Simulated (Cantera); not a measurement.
# Reactions in the system C-Cl-F

Source: NASA polynomial tables (part measured, part estimated), evaluated in Cantera. Values are per mole of reaction as written; species without (g) are pure solids or liquids, kept so even where they would boil at 1 bar. The tables' values for C₂F₄ are old estimates.

C + 3 CF₄(g) ⇌ 4 CF₃(g)

```tsv
T (K)	ΔH° (kJ)	ΔS° (J/K)	ΔG° (kJ)	log10 K
1425	908.1	260.6	536.8	-19.68
1525	906.7	259.6	510.8	-17.50
1625	905.1	258.6	484.9	-15.59
1725	903.6	257.7	459.1	-13.90
1825	902.0	256.8	433.4	-12.40
1925	900.3	255.9	407.7	-11.06
2025	898.7	255.1	382.2	-9.86
2125	897.0	254.2	356.7	-8.77
```

2 CF₃(g) + CCl₄(g) ⇌ 3 CF₂(g) + 4 Cl(g)

| T (K) | ΔH° (kJ) | ΔS° (J/K) | ΔG° (kJ) | log10 K |
|---|---|---|---|---|
| 1425 | 974.4 | 547.3 | 194.5 | -7.13 |
| 1525 | 973.3 | 546.6 | 139.8 | -4.79 |
| 1625 | 972.2 | 545.9 | 85.2 | -2.74 |
| 1725 | 971.0 | 545.2 | 30.6 | -0.93 |
| 1825 | 969.8 | 544.5 | -23.9 | 0.68 |
| 1925 | 968.5 | 543.8 | -78.3 | 2.12 |
| 2025 | 967.2 | 543.1 | -132.6 | 3.42 |
| 2125 | 965.9 | 542.5 | -186.9 | 4.59 |

8 Cl(g) + C₂F₄(g) ⇌ 2 CCl₄(g) + 4 F(g)

| T (K) | ΔH° (kJ) | ΔS° (J/K) | ΔG° (kJ) | log10 K |
|---|---|---|---|---|
| 1425 | -188.8 | -369.0 | 337.0 | -12.35 |
| 1525 | -189.1 | -369.2 | 374.0 | -12.81 |
| 1625 | -189.4 | -369.4 | 410.9 | -13.21 |
| 1725 | -189.7 | -369.6 | 447.8 | -13.56 |
| 1825 | -190.0 | -369.7 | 484.8 | -13.88 |
| 1925 | -190.2 | -369.9 | 521.8 | -14.16 |
| 2025 | -190.4 | -370.0 | 558.8 | -14.41 |
| 2125 | -190.6 | -370.1 | 595.8 | -14.64 |
